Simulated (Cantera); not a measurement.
Input (Python, Cantera) and output of one run.

```python
import numpy as np
import cantera as ct

gas_names = [...]  # 136 gases of nasa_gas.yaml made of C, H, N, O
cond_names = """
    C(gr) C6H6(L) C7H8(L) C8H18(L),n-octa H2O(s) H2O(L)
""".split()


# ... load() reads the species with a 1 bar reference pressure and builds the phases ...
atoms = {
    'C6H6': {'C': 6, 'H': 6},
    'CO2': {'C': 1, 'O': 2},
    'N2': {'N': 2},
}
top_T = {'C(gr)': 4500}  # K; cautious upper limits of use, not melting points


# ... equilibrate(T, P, feed) seeds the gas with the atoms and calls Mixture.equilibrate('TP', solver="vcs", rtol=1e-11, max_steps=5000) ...
results = []
feed = {'C6H6': 1, 'CO2': 0.51, 'N2': 35}  # mol
P = 1000  # Pa
for T in [2725, 2750, 2775, 2800, 2825, 2850, 2875, 2900, 2925, 2950]:
    mix = equilibrate(T, P, feed)
    results.append((T, P, feed, dict(zip(mix.species_names, mix.species_moles))))

top = {s: max(r[3][s] / sum(r[3][g] for g in gas_names) for r in results) for s in gas_names}
cols = sorted((s for s in top if top[s] > 1e-06), key=lambda s: -top[s])[:9]
seen = [c for c in cond_names if any(r[3].get(c, 0) > 1e-12 for r in results)]
print("log10 of partial pressures in bar; condensed amounts in mol")
print(f"{'T/K':>10s}" + "".join(f"{s[:9]:>10s}" for s in cols + seen))
for T, P, feed, n in results:
    ng = sum(n[g] for g in gas_names)
    print(f"{T:10.4g}" + "".join(f"{np.log10(max(n[s] / ng * P / 1e5, 1e-99)):10.3f}" for s in cols)
          + "".join(f"{n.get(c, 0):10.4g}" for c in seen))
```

It prints:

```
log10 of partial pressures in bar; condensed amounts in mol
       T/K        N2         H        CO        CN        H2        C3       HCN         C       HNC     C(gr)
      2725    -2.075    -3.056    -3.604    -4.280    -3.703    -4.913    -3.815    -5.547    -4.643     4.297
      2750    -2.076    -3.039    -3.606    -4.206    -3.749    -4.773    -3.816    -5.423    -4.634     4.182
      2775    -2.078    -3.024    -3.607    -4.133    -3.797    -4.635    -3.819    -5.301    -4.627     4.037
      2800    -2.080    -3.010    -3.608    -4.062    -3.847    -4.501    -3.823    -5.181    -4.621     3.854
      2825    -2.082    -2.998    -3.610    -3.992    -3.898    -4.368    -3.828    -5.063    -4.617     3.622
      2850    -2.084    -2.988    -3.612    -3.923    -3.951    -4.238    -3.835    -4.948    -4.614     3.326
      2875    -2.087    -2.979    -3.614    -3.856    -4.006    -4.111    -3.844    -4.834    -4.613     2.947
      2900    -2.090    -2.971    -3.617    -3.790    -4.063    -3.985    -3.853    -4.723    -4.613     2.459
      2925    -2.094    -2.965    -3.620    -3.726    -4.122    -3.862    -3.865    -4.613    -4.615     1.832
      2950    -2.098    -2.961    -3.623    -3.663    -4.182    -3.741    -3.877    -4.505    -4.619     1.025
```

These are equilibrium values from Cantera (NASA tables, ideal gas, pure condensed phases), not measurements of a reactor.
